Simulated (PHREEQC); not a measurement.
A solution holds 0.00017 mol/kgw NaHCO3, 0.024 mol/kgw NaOH and 0.018 mol/kgw KCl, at 40 °C. Closed to the air; pH follows from the charge balance.

The numbers come from PHREEQC with the Pitzer model, pitzer.dat.

```json
{
 "pH": "11.83",
 "ionic_strength": "0.0423 mol/kgw",
 "specific_conductance": "10300 µS/cm",
 "osmotic_coefficient": "0.944",
 "total_alkalinity": "24.2 meq/kg"
}
```

```tsv
species	molality	activity	log γ
Na+	0.0242	0.0200	-0.083
OH-	0.0238	0.0197	-0.083
Cl-	0.0180	0.0148	-0.085
K+	0.0180	0.0149	-0.082
CO3-2	0.000168	7.48e-5	-0.351
HCO3-	2.14e-6	1.90e-6	-0.054
```

This is a speciation only: nothing precipitates in the calculation. Species that the database lacks are ignored. At this temperature some constants are extrapolated from 25 °C, and those without enthalpy data are left unchanged.
